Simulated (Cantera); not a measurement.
A freely propagating, adiabatic, planar premixed flame of 8.29 % CH4, 3.65 % C2H6, 22.6 % O2, 65.5 % N2, equivalence ratio 1.3, unburnt at 700 K and 7500 Torr; mixture-averaged transport, grid criteria slope 0.08 and curve 0.16, no radiation.

Computed with Cantera and GRI-Mech 3.0 (53 species, 325 reactions). Burning velocities carry a grid error of a few per cent, more on coarse grids.

### Question
Predict: laminar burning velocity; thermal thickness; peak x(C2H2); peak x(O); peak x(H2O2).

### Answer
| Property | Value |
|---|---|
| laminar burning velocity | 124 cm/s |
| thermal thickness | 0.0381 mm |
| peak x(C2H2) | 0.00303 |
| peak x(O) | 0.000740 |
| peak x(H2O2) | 0.000196 |
